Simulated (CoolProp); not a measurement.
Aqueous ammonia as a coolant, 20 % by mass, freezing at -36.5 °C, 1 atm.

The numbers come from the Melinder's fits for secondary coolants in CoolProp.

```json
[
 {"T (°C)": "-30.2", "viscosity (mPa s)": "7.91", "cp (kJ/(kg K))": "4.290", "conductivity (W/(m K))": "0.392", "density (kg/m³)": "940.9"},
 {"T (°C)": "-24.3", "viscosity (mPa s)": "5.83", "cp (kJ/(kg K))": "4.275", "conductivity (W/(m K))": "0.402", "density (kg/m³)": "939.5"},
 {"T (°C)": "-18.3", "viscosity (mPa s)": "4.42", "cp (kJ/(kg K))": "4.261", "conductivity (W/(m K))": "0.413", "density (kg/m³)": "937.8"},
 {"T (°C)": "-12.4", "viscosity (mPa s)": "3.47", "cp (kJ/(kg K))": "4.250", "conductivity (W/(m K))": "0.423", "density (kg/m³)": "936.0"},
 {"T (°C)": "-6.4", "viscosity (mPa s)": "2.78", "cp (kJ/(kg K))": "4.240", "conductivity (W/(m K))": "0.433", "density (kg/m³)": "934.0"},
 {"T (°C)": "-0.4", "viscosity (mPa s)": "2.28", "cp (kJ/(kg K))": "4.232", "conductivity (W/(m K))": "0.444", "density (kg/m³)": "931.8"},
 {"T (°C)": "5.5", "viscosity (mPa s)": "1.90", "cp (kJ/(kg K))": "4.225", "conductivity (W/(m K))": "0.454", "density (kg/m³)": "929.4"},
 {"T (°C)": "11.5", "viscosity (mPa s)": "1.60", "cp (kJ/(kg K))": "4.218", "conductivity (W/(m K))": "0.464", "density (kg/m³)": "926.8"},
 {"T (°C)": "17.4", "viscosity (mPa s)": "1.36", "cp (kJ/(kg K))": "4.213", "conductivity (W/(m K))": "0.474", "density (kg/m³)": "924.1"},
 {"T (°C)": "23.4", "viscosity (mPa s)": "1.16", "cp (kJ/(kg K))": "4.208", "conductivity (W/(m K))": "0.485", "density (kg/m³)": "921.1"},
 {"T (°C)": "29.4", "viscosity (mPa s)": "0.987", "cp (kJ/(kg K))": "4.204", "conductivity (W/(m K))": "0.495", "density (kg/m³)": "918.0"}
]
```
